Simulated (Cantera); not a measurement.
Input (Python, Cantera) and output of one run.

```python
import numpy as np
import cantera as ct

gas_names = [...]  # 45 gases of nasa_gas.yaml made of Al, Cl, H, N, O
cond_names = """
    AL(cr) AL(L) ALCL3(s) ALCL3(L) ALN(s) AL2O3(a) AL2O3(L) H2O(s) H2O(L) NH4CL(a) NH4CL(b)
""".split()


# ... load() reads the species with a 1 bar reference pressure and builds the phases ...
atoms = {
    'AlCl3': {'AL': 1, 'CL': 3},
    'N2O': {'N': 2, 'O': 1},
    'H2': {'H': 2},
    'O2': {'O': 2},
}
top_T = {'ALN(s)': 2750}  # K; cautious upper limits of use, not melting points


# ... equilibrate(T, P, feed) seeds the gas with the atoms and calls Mixture.equilibrate('TP', solver="vcs", rtol=1e-11, max_steps=5000) ...
results = []
feed = {'AlCl3': 1, 'N2O': 32, 'H2': 6.6, 'O2': 2.6}  # mol
P = 133.322  # Pa
for T in [1648, 1748, 1848, 1948, 2048, 2148, 2248]:
    mix = equilibrate(T, P, feed)
    results.append((T, P, feed, dict(zip(mix.species_names, mix.species_moles))))

top = {s: max(r[3][s] / sum(r[3][g] for g in gas_names) for r in results) for s in gas_names}
cols = sorted((s for s in top if top[s] > 0.001), key=lambda s: -top[s])[:5]
seen = [c for c in cond_names if any(r[3].get(c, 0) > 1e-12 for r in results)]
print("log10 of partial pressures in bar; condensed amounts in mol")
print(f"{'T/K':>10s}" + "".join(f"{s[:9]:>10s}" for s in cols + seen))
for T, P, feed, n in results:
    ng = sum(n[g] for g in gas_names)
    print(f"{T:10.4g}" + "".join(f"{np.log10(max(n[s] / ng * P / 1e5, 1e-99)):10.3f}" for s in cols)
          + "".join(f"{n.get(c, 0):10.4g}" for c in seen))
```

It prints:

```
log10 of partial pressures in bar; condensed amounts in mol
       T/K        N2        O2       H2O         O       HCL  AL2O3(a)
      1648    -3.116    -3.442    -3.891    -6.318    -4.240       0.5
      1748    -3.117    -3.446    -3.887    -5.858    -4.281       0.5
      1848    -3.119    -3.452    -3.886    -5.449    -4.330       0.5
      1948    -3.121    -3.461    -3.891    -5.083    -4.386    0.4999
      2048    -3.125    -3.474    -3.906    -4.755    -4.450    0.4996
      2148    -3.132    -3.494    -3.939    -4.462    -4.524    0.4987
      2248    -3.143    -3.525    -4.001    -4.201    -4.612    0.4962
```

Method: chemical equilibrium by Gibbs-energy minimisation in Cantera with the NASA 1993 tables (ideal gas, pure condensed phases).
